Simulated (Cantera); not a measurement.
A Cantera script and its output.

```python
import numpy as np
import cantera as ct

gas = ct.Solution("gri30.yaml")
gas.TPX = 1100, 300000, {'CH4': 1, 'O2': 2.7, 'N2': 10.2, 'H2': 0.064}
reactor = ct.IdealGasConstPressureReactor(gas, energy="on", clone=False)
net = ct.ReactorNet([reactor])
net.rtol, net.atol = 1e-08, 1e-16
show = ['CH4', 'O2', 'H', 'CH2CO', 'NO']
times = np.geomspace(2e-06, 2, 16)

steps = ct.SolutionArray(gas, extra=["t"])
rows = []
print(f"{'t/s':>10s}{'T/K':>9s}{'P/Pa':>11s}" + "".join(f"{s:>11s}" for s in show))
for t in times:
    while net.time < t:
        t_next = net.step()
        steps.append(gas.state, t=t_next)
    rows.append([np.interp(t, steps.t, y) for y in (steps.T, steps.P, *steps(*show).X.T)])
    print(f"{t:10.3e}{rows[-1][0]:9.1f}{rows[-1][1]:11.4g}" + "".join(f"{x:11.3e}" for x in rows[-1][2:]))
rate = np.gradient(steps.T, steps.t)
print("integrator steps:", len(steps.t))
if steps.T.max() > steps.T[0] + 200:
    print(f"time of steepest temperature rise: {steps.t[rate.argmax()]:.4e} s")
gas.TPX = 1100, 300000, {'CH4': 1, 'O2': 2.7, 'N2': 10.2, 'H2': 0.064}
gas.equilibrate("HP")
print(f"equilibrium (HP): T = {gas.T:.1f} K  " + "  ".join(f"{s} {gas[s].X[0]:.3e}" for s in show))
```

Result:

```
       t/s      T/K       P/Pa        CH4         O2          H      CH2CO         NO
 2.000e-06   1100.0      3e+05  7.161e-02  1.934e-01  1.041e-11  5.007e-30  1.737e-23
 5.024e-06   1100.0      3e+05  7.161e-02  1.934e-01  1.175e-11  1.079e-27  7.721e-23
 1.262e-05   1100.0      3e+05  7.161e-02  1.934e-01  1.481e-11  1.516e-25  2.684e-22
 3.170e-05   1100.0      3e+05  7.161e-02  1.934e-01  2.267e-11  1.661e-23  9.862e-22
 7.962e-05   1100.0      3e+05  7.161e-02  1.934e-01  4.354e-11  1.793e-21  4.398e-21
 2.000e-04   1100.0      3e+05  7.161e-02  1.934e-01  1.045e-10  2.125e-19  2.509e-20
 5.024e-04   1100.0      3e+05  7.161e-02  1.934e-01  3.355e-10  3.873e-17  2.061e-19
 1.262e-03   1100.0      3e+05  7.161e-02  1.934e-01  2.049e-09  2.409e-14  4.689e-18
 3.170e-03   1100.3      3e+05  7.156e-02  1.933e-01  1.431e-08  6.280e-11  5.094e-16
 7.962e-03   1102.6      3e+05  7.122e-02  1.931e-01  2.421e-08  6.378e-09  3.818e-15
 2.000e-02   1150.1      3e+05  6.488e-02  1.871e-01  6.528e-07  6.085e-06  3.958e-13
 5.024e-02   2470.9      3e+05  8.511e-18  4.414e-02  5.756e-04  5.718e-20  9.359e-03
 1.262e-01   2470.5      3e+05  8.500e-18  4.402e-02  5.744e-04  5.698e-20  9.597e-03
 3.170e-01   2470.5      3e+05  8.500e-18  4.402e-02  5.744e-04  5.698e-20  9.597e-03
 7.962e-01   2470.5      3e+05  8.500e-18  4.402e-02  5.744e-04  5.698e-20  9.597e-03
 2.000e+00   2470.5      3e+05  8.500e-18  4.402e-02  5.744e-04  5.698e-20  9.597e-03
integrator steps: 2341
time of steepest temperature rise: 2.1321e-02 s
equilibrium (HP): T = 2470.5 K  CH4 1.196e-17  O2 4.402e-02  H 5.744e-04  CH2CO 7.067e-20  NO 9.597e-03
```

Model: GRI-Mech 3.0 (53 species, 325 reactions), integrated in Cantera.
